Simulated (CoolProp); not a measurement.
Values from CoolProp's reference Helmholtz-energy equation of state, Aleksandrov 2011. It is a short technical equation, of lower accuracy than the large ones.

Q: For n-undecane, give the phase and the isothermal compressibility (1/MPa), fugacity coefficient at 568.7 K and 21.7 bar; 584.1 K and 21.7 bar.

A: 
- 568.7 K and 21.7 bar: liquid; isothermal compressibility 0.0150, fugacity coefficient 0.287
- 584.1 K and 21.7 bar: liquid; isothermal compressibility 0.0208, fugacity coefficient 0.346
